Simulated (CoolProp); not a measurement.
Vinyl chloride along the isotherm 430 K: density (kg/m³) from the reference equation and from simpler models built on Tc = 425.0 K, pc = 5600 kPa, ω = 0.160; each cubic takes its own stable root.

Computed with CoolProp (reference Helmholtz-energy equation of state, Thol 2022).

| p (kPa) | phase | reference |
|---|---|---|
| 26.6 | gas | 0.4657 |
| 42.9 | gas | 0.7517 |
| 69.3 | gas | 1.216 |
| 112 | gas | 1.970 |
| 181 | gas | 3.196 |
| 292 | gas | 5.190 |
| 472 | gas | 8.478 |
| 763 | gas | 13.95 |
| 1230 | gas | 23.19 |
| 1990 | gas | 39.66 |
| 3220 | gas | 71.87 |
| 5200 | gas | 161.9 |
| 8400 | supercritical | 578.2 |

Problem. How far does each simpler model (ideal gas, Peng-Robinson) lie from the reference over these 13 states: mean and median of the absolute difference, and the worst?

Solution. 
- ideal gas: mean 13.1 %, median 2.7 %, worst -74.6 % at 430 K and 8400 kPa
- Peng-Robinson: mean 1.4 %, median 0.5 %, worst -6.3 % at 430 K and 8400 kPa
